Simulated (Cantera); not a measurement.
An adiabatic, constant-volume homogeneous reactor starts with H2 : O2 : N2 : H2O = 1 : 0.357 : 1.34 : 0.79 (molar parts), equivalence ratio 1.4, at 1000 K and 10.0 bar.

Computed with Cantera and the H2/O2 subset of GRI-Mech 3.0, which has no nitrogen chemistry. The hydrogen kinetics of GRI-Mech 3.0 are dated; newer H2 mechanisms differ, most at raised pressure.

Q: Predict: time of steepest temperature rise; temperature at 9.00 s; equilibrium temperature; x(H2) at 9.00 s; x(O2) at 9.00 s; x(H2O) at 9.00 s; x(H) at 9.00 s; x(O) at 9.00 s; x(HO2) at 9.00 s.

A: 
| Quantity | Result |
|---|---|
| time of steepest temperature rise | 9.07 ms |
| temperature at 9.00 s | 2608 K |
| equilibrium temperature | 2608 K |
| x(H2) at 9.00 s | 0.0916 (gas-phase equilibrium 0.0916) |
| x(O2) at 9.00 s | 0.000112 (gas-phase equilibrium 0.000112) |
| x(H2O) at 9.00 s | 0.476 (gas-phase equilibrium 0.476) |
| x(H) at 9.00 s | 0.00249 (gas-phase equilibrium 0.00249) |
| x(O) at 9.00 s | 5.30e-5 (gas-phase equilibrium 5.30e-5) |
| x(HO2) at 9.00 s | 3.15e-7 (gas-phase equilibrium 3.15e-7) |
